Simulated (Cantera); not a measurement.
Cantera run:

```python
import numpy as np
import cantera as ct

gas_names = """
    CL CL2 H HCL H2 Si SiCL SiCL2 SiCL3 SiCL4 SiH SiHCL3 SiH2 SiH2CL2 SiH3 SiH3CL SiH4 Si2 Si3
""".split()
cond_names = """
    Si(cr) Si(L)
""".split()


def load(file, names, dense=False):
    # The tables refer to 1 bar. Condensed volumes are neglected.
    table = {s.name: s for s in ct.Species.list_from_file(file)}
    out = []
    for n in names:
        d = dict(table[n].input_data)
        d["thermo"] = dict(d["thermo"], **{"reference-pressure": 1e5})
        if dense:
            d["equation-of-state"] = {"model": "constant-volume", "density": "1e6 g/cm^3"}
        out.append(ct.Species.from_dict(d))
    return out


gas = ct.Solution(thermo="ideal-gas", species=load("nasa_gas.yaml", gas_names))
cond = {s.name: ct.Solution(thermo="fixed-stoichiometry", species=[s], name=s.name)
        for s in load("nasa_condensed.yaml", cond_names, dense=True)}
atoms = {
    'SiH2Cl2': {'Si': 1, 'H': 2, 'CL': 2},
    'HCl': {'H': 1, 'CL': 1},
    'H2': {'H': 2},
}
top_T = {}  # K; cautious upper limits of use, not melting points


def equilibrate(T, P, feed):
    n = {}
    for name, mol in feed.items():
        for a, k in atoms[name].items():
            n[a] = n.get(a, 0.0) + k * mol
    gas.TPX = T, P, n
    mass = sum(n.values()) * gas.mean_molecular_weight
    gas.equilibrate("TP")
    valid = [c for c in cond.values() if c.min_temp <= T <= top_T.get(c.name, c.max_temp)]
    mix = ct.Mixture([(gas, mass / gas.mean_molecular_weight)] + [(c, 0.0) for c in valid])
    mix.T, mix.P = T, P
    mix.equilibrate("TP", solver="vcs", rtol=1e-11, max_steps=5000)
    return mix


results = []
T = 1448  # K
P = 133.322  # Pa
for m in [130, 210, 290, 380, 460, 540, 630, 710, 790, 880, 960, 1000, 1100]:
    feed = {'SiH2Cl2': 1, 'HCl': 1, 'H2': m}  # mol
    mix = equilibrate(T, P, feed)
    results.append((T, P, feed, dict(zip(mix.species_names, mix.species_moles))))

top = {s: max(r[3][s] / sum(r[3][g] for g in gas_names) for r in results) for s in gas_names}
cols = sorted((s for s in top if top[s] > 1e-05), key=lambda s: -top[s])[:9]
seen = [c for c in cond_names if any(r[3].get(c, 0) > 1e-12 for r in results)]
print("log10 of partial pressures in bar; condensed amounts in mol")
print(f"{'n(H2)':>10s}" + "".join(f"{s[:9]:>10s}" for s in cols + seen))
for T, P, feed, n in results:
    ng = sum(n[g] for g in gas_names)
    print(f"{feed['H2']:10.4g}" + "".join(f"{np.log10(max(n[s] / ng * P / 1e5, 1e-99)):10.3f}" for s in cols)
          + "".join(f"{n.get(c, 0):10.4g}" for c in seen))
```

It prints:

```
log10 of partial pressures in bar; condensed amounts in mol
     n(H2)        H2       HCL     SiCL2         H    Si(cr)
       130    -2.885    -4.574    -5.774    -6.478    0.8312
       210    -2.881    -4.761    -6.152    -6.476    0.8861
       290    -2.880    -4.890    -6.413    -6.475    0.9137
       380    -2.879    -5.001    -6.635    -6.475    0.9319
       460    -2.878    -5.080    -6.794    -6.474    0.9424
       540    -2.878    -5.147    -6.928    -6.474    0.9499
       630    -2.877    -5.212    -7.058    -6.474    0.9561
       710    -2.877    -5.262    -7.159    -6.474    0.9603
       790    -2.877    -5.307    -7.249    -6.474    0.9636
       880    -2.877    -5.353    -7.341    -6.474    0.9666
       960    -2.877    -5.390    -7.415    -6.474    0.9688
      1000    -2.876    -5.407    -7.450    -6.474    0.9697
      1100    -2.876    -5.448    -7.531    -6.474    0.9717
```

Cantera equilibrium calculation (NASA polynomials, part measured and part estimated; ideal gas, pure solids and liquids).
